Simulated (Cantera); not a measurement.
Charge: 1 mol K2SO4, 0.15 mol C, 0.11 mol H2O, 0.085 mol H2, equilibrated at 2173 K and 10.0 Torr.

Equilibrium computed with Cantera from the NASA thermochemical tables; the gas is ideal and each condensed phase is pure. Candidate condensed phases: C, C6H6, C7H8, C8H18, H2O, H2SO4, K, KOH, KO2, K2CO3, K2O, K2O2, K2S, K2SO4, S; 130 gas species. Equilibrium is a limit: real reactors are often held back by kinetics, nucleation or transport.

Base state: K 0.444, SO2 0.244, O2 0.184, KOH 0.0485, CO2 0.0337, H2O 0.0204, O 0.00845, OH 0.00573 (mole fractions); condensed: gas only.

**Question.** What changes in the equilibrium state with this change: temperature from 2173 K to 1048.15 K?

**Answer.** 
| species | before | after |
|---|---|---|
| H2O | 0.0204 | 0.464 |
| CO2 | 0.0337 | 0.367 |
| H2 | 0.000395 | 0.0979 |
| K | 0.444 | 0.000152 |
| O2 | 0.184 | <1e-9 |
| SO2 | 0.244 | 1.39e-5 |
| KOH | 0.0485 | 0.00156 |
| CO | 0.00340 | 0.0653 |
| O | 0.00845 | <1e-9 |
| OH | 0.00573 | <1e-9 |
| KO | 0.00315 | <1e-9 |
| K2CO3(s), mol | 0 | 0.000953 |
| K2S(s), mol | 0 | 0.0809 |
| K2SO4(s), mol | 0 | 0.918 |
Mutual solubility and eutectic melting of coexisting phases are not modelled.

**Question.** What changes in the equilibrium state with this change: temperature from 2173 K to 875 K?

**Answer.** 
| species | before | after |
|---|---|---|
| H2O | 0.0204 | 0.416 |
| CO2 | 0.0337 | 0.351 |
| H2 | 0.000395 | 0.115 |
| K | 0.444 | 1.04e-7 |
| O2 | 0.184 | <1e-9 |
| H2S | 2.62e-9 | 0.0806 |
| SO2 | 0.244 | 9.91e-7 |
| KOH | 0.0485 | 4.69e-6 |
| CO | 0.00340 | 0.0369 |
| O | 0.00845 | <1e-9 |
| OH | 0.00573 | <1e-9 |
| KO | 0.00315 | <1e-9 |
| SO | 0.00310 | 2.34e-9 |
| K2CO3(s), mol | 0 | 0.0260 |
| K2S(s), mol | 0 | 0.0581 |
| K2SO4(s), mol | 0 | 0.916 |

**Question.** What changes in the equilibrium state with this change: pressure from 10.0 Torr to 1.05 Torr?

**Answer.** 
```json
[
 {"species": "K", "before": "0.444", "after": "0.459"},
 {"species": "SO2", "before": "0.244", "after": "0.227"},
 {"species": "O2", "before": "0.184", "after": "0.182"},
 {"species": "KOH", "before": "0.0485", "after": "0.0112"},
 {"species": "O", "before": "0.00845", "after": "0.0259"},
 {"species": "OH", "before": "0.00573", "after": "0.0121"},
 {"species": "H2O", "before": "0.0204", "after": "0.0298"},
 {"species": "CO2", "before": "0.0337", "after": "0.0269"},
 {"species": "K2SO4", "before": "1.63e-5", "after": "1.86e-8"},
 {"species": "S", "before": "1.17e-5", "after": "0.000105"},
 {"species": "H", "before": "0.000831", "after": "0.00546"},
 {"species": "H2", "before": "0.000395", "after": "0.00179"}
]
```
